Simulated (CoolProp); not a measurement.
Vapour-liquid equilibrium of carbon dioxide (1) + R123 (2) at 0.55 °C; x and y are mole fractions of (1).

Model: multi-fluid Helmholtz-energy mixture model, Span 1996 and Younglove 1994; pair parameters Bell 2016, in CoolProp.

| x | bubble pressure (bar) | y at the bubble point | dew pressure at overall composition x (bar) | liquid density (mol/L) |
|---|---|---|---|---|
| 0.05 | 1.552 | 0.786 | 0.3525 | 10.30 |
| 0.125 | 3.319 | 0.902 | 0.3828 | 10.84 |
| 0.2 | 5.094 | 0.938 | 0.4188 | ? |
| 0.275 | 6.952 | 0.956 | 0.4621 | 12.05 |
| 0.35 | 8.949 | 0.967 | 0.5154 | 12.74 |
| 0.425 | 11.13 | 0.975 | 0.5824 | 13.49 |
| 0.5 | 13.53 | ? | 0.6694 | 14.30 |
| 0.575 | 16.17 | 0.985 | 0.7868 | 15.19 |
| 0.65 | 19.06 | 0.989 | 0.9540 | 16.16 |
| 0.725 | 22.18 | 0.992 | 1.211 | 17.21 |
| 0.8 | 25.51 | 0.994 | 1.657 | 18.31 |
| 0.875 | 29.02 | 0.996 | 2.621 | 19.45 |
| 0.95 | 32.71 | ? | 6.182 | ? |

### Question
Fill in the missing entries.

### Answer

- 0.2, liquid density (mol/L): 11.42
- 0.5, y at the bubble point: 0.981
- 0.95, y at the bubble point: 0.999
- 0.95, liquid density (mol/L): 20.50

No azeotrope shows between x = 0.05 and 0.95.

The pair parameters rest on a limited set of measurements; away from them the model extrapolates.
